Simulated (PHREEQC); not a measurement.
0.13 g of hydrous ferric oxide (600 m²/g; 0.2 weak and 0.005 strong sites per Fe, Dzombak-Morel constants, diffuse double layer) in 1 kg of water with 0.3 mol/kgw of an inert sodium salt and 1.1e-05 mol/kgw Ag2SO4 and 2e-06 mol/kgw H3BO3, at 25 °C; the pH is set by adding NaOH or the inert anion's acid. Oxygen alone is held at its pressure in air (log pO2 = -0.68). No CO2 enters from the air. Nothing may precipitate in this run.

All values are PHREEQC results (ion-association model, wateq4f.dat), not measurements.

```json
[
 {"pH": "3", "S sorbed (%)": "69.4", "Ag sorbed (%)": "0.0", "B sorbed (%)": "0.0", "surface charge σ (C/m²)": "0.349", "surface potential ψ (mV)": "123"},
 {"pH": "3.67", "S sorbed (%)": "?", "Ag sorbed (%)": "0.0", "B sorbed (%)": "0.0", "surface charge σ (C/m²)": "0.342", "surface potential ψ (mV)": "122"},
 {"pH": "4.33", "S sorbed (%)": "63.3", "Ag sorbed (%)": "0.0", "B sorbed (%)": "0.0", "surface charge σ (C/m²)": "0.316", "surface potential ψ (mV)": "118"},
 {"pH": "5", "S sorbed (%)": "48.0", "Ag sorbed (%)": "0.3", "B sorbed (%)": "0.0", "surface charge σ (C/m²)": "?", "surface potential ψ (mV)": "?"},
 {"pH": "5.67", "S sorbed (%)": "?", "Ag sorbed (%)": "?", "B sorbed (%)": "0.1", "surface charge σ (C/m²)": "0.187", "surface potential ψ (mV)": "?"},
 {"pH": "6.33", "S sorbed (%)": "6.2", "Ag sorbed (%)": "9.1", "B sorbed (%)": "0.1", "surface charge σ (C/m²)": "0.120", "surface potential ψ (mV)": "71"},
 {"pH": "7", "S sorbed (%)": "1.0", "Ag sorbed (%)": "?", "B sorbed (%)": "0.1", "surface charge σ (C/m²)": "0.066", "surface potential ψ (mV)": "46"},
 {"pH": "7.67", "S sorbed (%)": "0.1", "Ag sorbed (%)": "31.9", "B sorbed (%)": "0.1", "surface charge σ (C/m²)": "0.024", "surface potential ψ (mV)": "19"},
 {"pH": "8.33", "S sorbed (%)": "0.0", "Ag sorbed (%)": "42.2", "B sorbed (%)": "0.1", "surface charge σ (C/m²)": "?", "surface potential ψ (mV)": "-9"},
 {"pH": "9", "S sorbed (%)": "0.0", "Ag sorbed (%)": "62.1", "B sorbed (%)": "0.1", "surface charge σ (C/m²)": "-0.051", "surface potential ψ (mV)": "-37"},
 {"pH": "9.67", "S sorbed (%)": "0.0", "Ag sorbed (%)": "83.8", "B sorbed (%)": "0.0", "surface charge σ (C/m²)": "-0.099", "surface potential ψ (mV)": "-62"},
 {"pH": "10.33", "S sorbed (%)": "0.0", "Ag sorbed (%)": "94.4", "B sorbed (%)": "0.0", "surface charge σ (C/m²)": "-0.160", "surface potential ψ (mV)": "-85"},
 {"pH": "11", "S sorbed (%)": "0.0", "Ag sorbed (%)": "97.8", "B sorbed (%)": "0.0", "surface charge σ (C/m²)": "-0.233", "surface potential ψ (mV)": "-103"}
]
```

Task: What belongs in the gaps?

Result: 
- 3.67, S sorbed (%): 68.5
- 5, surface charge σ (C/m²): 0.260
- 5, surface potential ψ (mV): 108
- 5.67, S sorbed (%): 23.3
- 5.67, Ag sorbed (%): 2.0
- 5.67, surface potential ψ (mV): 92
- 7, Ag sorbed (%): 21.6
- 8.33, surface charge σ (C/m²): -0.012

The oxide is taken as insoluble; below pH 4 it would dissolve.
